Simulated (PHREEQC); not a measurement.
Consider water at 20 °C with 0.0003 mol PbCl2, 3.2e-05 mol HNO3 and 0.00064 mol Cu(NO3)2 per kg of water. Closed to the air; pH follows from the charge balance.

Model: ion-association model, wateq4f.dat, run in PHREEQC.

- pH = 4.51
- ionic strength = 0.00283 mol/kgw
- total alkalinity = -0.0320 meq/kg

| species | molality | activity | log γ |
|---|---|---|---|
| NO3- | 0.00131 | 0.00123 | -0.026 |
| Cu+2 | 0.000639 | 0.000511 | -0.097 |
| Cl- | 0.000594 | 0.000561 | -0.025 |
| Pb+2 | 0.000291 | 0.000230 | -0.100 |
| H+ | 3.24e-5 | 3.07e-5 | -0.023 |
| PbCl+ | 4.81e-6 | 4.54e-6 | -0.025 |
| PbNO3+ | 4.45e-6 | 4.20e-6 | -0.025 |

No solid was allowed to form. Species that the database lacks are ignored.
